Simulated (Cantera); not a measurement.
A perfectly stirred reactor is fed with 19.6 % C2H6, 80.4 % N2, at 24000 Pa; it is held at 1025 K, and followed from long to short residence time.

Detailed kinetics in Cantera: GRI-Mech 3.0 (53 species, 325 reactions). GRI-Mech 3.0 stops at C3 and has no aromatics, soot or wall deposition, so with more carbon than oxygen in the feed, carbon stays in small species such as C2H2 where larger ones or solid carbon would form.

x: mole fraction; the columns are a selection and need not sum to one.

```tsv
τ (s)	x C2H6	x CH4	x H2	x C2H2	x C2H
2.4	0.0795	0.00599	0.0935	0.00181	<1e-12
1.2	0.112	0.00367	0.0678	0.000909	<1e-12
0.58	0.144	0.00195	0.0417	0.000387	<1e-12
0.28	0.168	0.000952	0.0225	0.000144	<1e-12
0.14	0.182	0.000455	0.0116	4.79e-5	<1e-12
0.068	0.189	0.000198	0.00537	1.25e-5	<1e-12
0.033	0.193	7.69e-5	0.00225	2.45e-6	<1e-12
0.016	0.195	2.52e-5	0.000794	3.18e-7	<1e-12
0.0079	0.196	8.11e-6	0.000232	2.77e-8	<1e-12
0.0039	0.196	[?]	[?]	[?]	<1e-12
0.0019	0.196	[?]	[?]	1.06e-10	<1e-12
```

Fill in the missing entries.


- 0.0039, x CH4: 3.10e-6
- 0.0039, x H2: 5.85e-5
- 0.0039, x C2H2: 1.85e-9
- 0.0019, x CH4: 1.31e-6
- 0.0019, x H2: 1.33e-5
